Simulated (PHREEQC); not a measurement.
Consider water at 25 °C with 0.002 mol AlCl3 per kg of water. Closed to the air; pH follows from the charge balance.

Computed with PHREEQC (ion-association model, phreeqc.dat).

No solid was allowed to form.

Question: Order these Al species by the share of Al that they hold, largest first: AlOH+2, Al(OH)2+, Al+3.

Answer: Al+3 (94 %), AlOH+2 (5.5 %), Al(OH)2+ (0.28 %)

The pH is 3.96 and the ionic strength 0.0118 mol/kgw. The solution is supersaturated, for example in Gibbsite (slow to form), so a real one may precipitate; this is no full list.
